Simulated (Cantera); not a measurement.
**NO annealing gas**

An isothermal, constant-pressure homogeneous reactor starts with 69.4 % NO, 30.6 % N2, at 2175 K and 760 Torr.

Cantera simulation using GRI-Mech 3.0 (53 species, 325 reactions); the numbers are that mechanism's predictions, not measurements.

| t (s) | x NO | x NO2 | x O | x N2O | x N2 |
|---|---|---|---|---|---|
| 7.00e-6 | 0.694 | 1.67e-6 | 1.14e-5 | 1.25e-5 | 0.306 |
| 3.37e-5 | 0.694 | 2.18e-5 | 4.58e-5 | 5.47e-5 | 0.306 |
| 0.000162 | 0.694 | 0.000143 | 0.000196 | 0.000174 | 0.306 |
| 0.000778 | 0.691 | 0.000246 | 0.000321 | 0.000243 | 0.307 |
| 0.00374 | 0.676 | 0.000289 | 0.000376 | 0.000230 | 0.315 |
| 0.0180 | 0.605 | 0.000407 | 0.000567 | 0.000178 | 0.350 |
| 0.0865 | 0.340 | 0.000417 | 0.000994 | 5.25e-5 | 0.483 |
| 0.416 | 0.0450 | 7.41e-5 | 0.00131 | 1.46e-6 | 0.630 |
| 2.00 | 0.0138 | 2.33e-5 | 0.00134 | 6.99e-7 | 0.645 |
x: mole fraction; the columns are a selection and need not sum to one.

Equilibrium at this temperature and pressure: NO 0.0138, NO2 2.32e-5, O 0.00134, N2O 6.98e-7, N2 0.645 (gas phase only).
